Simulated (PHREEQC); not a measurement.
**Acid mine or pickling water: an equilibrium model**

Model water analysis in mg/L, 20 °C, pH 3.81, pe 10.5:

```
constituent  mg/L
-----------  ----
Na           1170
K            24.9
Ca            606
Mg            110
Cl            558
S(6) as SO4  3500
Zn           55.2
Si as SiO2   10.2
Fe(3)        5.53
Pb           2.49
Br           1.97
Cd           1.37
```

Valence states are taken as typed.

Model: ion-association model, phreeqc.dat, run in PHREEQC.

```
Quantity                      Value
--------------------  -------------
ionic strength        0.111 mol/kgw
specific conductance     6250 µS/cm
density                 1.004 g/cm³
total alkalinity      -0.486 meq/kg
charge-balance error          3.1 %
```

| species | molality | activity | log γ |
|---|---|---|---|
| Na+ | 0.0490 | 0.0382 | -0.108 |
| SO4-2 | 0.0260 | 0.00942 | -0.441 |
| Cl- | 0.0158 | 0.0120 | -0.119 |
| Ca+2 | 0.00950 | 0.00363 | -0.418 |
| CaSO4 | 0.00570 | 0.00585 | 0.011 |
| Mg+2 | 0.00260 | 0.00103 | -0.399 |
| NaSO4- | 0.00223 | 0.00175 | -0.106 |
| MgSO4 | 0.00196 | 0.00201 | 0.011 |

No solid was allowed to form. The solution is supersaturated, for example in Jarosite-K, Gypsum, so a real one may precipitate; this is no full list.
